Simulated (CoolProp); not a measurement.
Ethylene along the isobar 5300 kPa: Z from the reference equation and from simpler models built on Tc = 9.2 °C, pc = 5042 kPa, ω = 0.087; each cubic takes its own stable root.

The numbers come from the reference Helmholtz-energy equation of state, Smukala 2000 in CoolProp.

```
T (°C)          phase  reference  van der Waals  Redlich-Kwong  Soave-Redlich-Kwong  Peng-Robinson
------  -------------  ---------  -------------  -------------  -------------------  -------------
-24.65         liquid     0.1632         0.2423         0.1792               0.1772         0.1570
0.55           liquid     0.1799         0.2655         0.2106               0.2087         0.1869
25.75   supercritical     0.6003         0.6028         0.5986               0.6068         0.5772
50.95   supercritical     0.7340         0.7224         0.7280               0.7394         0.7109
76.15   supercritical     0.8062         0.7881         0.7990               0.8124         0.7856
101.25  supercritical     0.8534         0.8321         0.8457               0.8606         0.8355
126.45  supercritical     0.8871         0.8642         0.8791               0.8950         0.8716
151.65  supercritical     0.9120         0.8885         0.9040               0.9205         0.8986
176.85  supercritical     0.9311         0.9075         0.9230               0.9400         0.9195
```
